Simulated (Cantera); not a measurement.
Mixture: CO : H₂ : CH₄ : O₂ : N₂ = 1 : 0.27 : 0.14 : 1.13 : 4.25 (molar parts), equivalence ratio 0.81, at 7500 Torr, adiabatic and at constant volume. Ignition delay is the time to a rise of 400 K.

Computed with Cantera and GRI-Mech 3.0 (53 species, 325 reactions). Below about 1000 K GRI-Mech 3.0 lacks low-temperature oxidation paths.

Problem. What does this change do: O2 1.13 to 0.6 parts?

Solution. 
```csv
quantity,before,after
delay at 975 K,8.23 ms,8.31 ms
delay at 1050 K,1.36 ms,1.48 ms
delay at 1125 K,0.293 ms,0.372 ms
delay at 1200 K,88.6 µs,0.137 ms
delay at 1275 K,36.0 µs,65.0 µs
delay at 1350 K,17.9 µs,35.8 µs
delay at 1425 K,10.3 µs,21.5 µs
apparent activation energy between 1275 and 1425 K,130 kJ/mol,110 kJ/mol
```

Problem. What does this change do: CO 1 to 0.55 parts?

Solution. 
```json
[
 {"quantity": "delay at 975 K", "before": "8.23 ms", "after": "12.1 ms"},
 {"quantity": "delay at 1050 K", "before": "1.36 ms", "after": "1.92 ms"},
 {"quantity": "delay at 1125 K", "before": "0.293 ms", "after": "0.375 ms"},
 {"quantity": "delay at 1200 K", "before": "88.6 µs", "after": "0.102 ms"},
 {"quantity": "delay at 1275 K", "before": "36.0 µs", "after": "39.2 µs"},
 {"quantity": "delay at 1350 K", "before": "17.9 µs", "after": "18.9 µs"},
 {"quantity": "delay at 1425 K", "before": "10.3 µs", "after": "10.6 µs"},
 {"quantity": "apparent activation energy between 1275 and 1425 K", "before": "130 kJ/mol", "after": "130 kJ/mol"}
]
```

Problem. What does this change do: H2 0.27 to 0.57 parts?

Solution. 
```tsv
quantity	before	after
delay at 975 K	8.23 ms	7.80 ms
delay at 1050 K	1.36 ms	1.25 ms
delay at 1125 K	0.293 ms	0.233 ms
delay at 1200 K	88.6 µs	57.2 µs
delay at 1275 K	36.0 µs	20.4 µs
delay at 1350 K	17.9 µs	9.70 µs
delay at 1425 K	10.3 µs	5.63 µs
apparent activation energy between 1275 and 1425 K	130 kJ/mol	130 kJ/mol
```
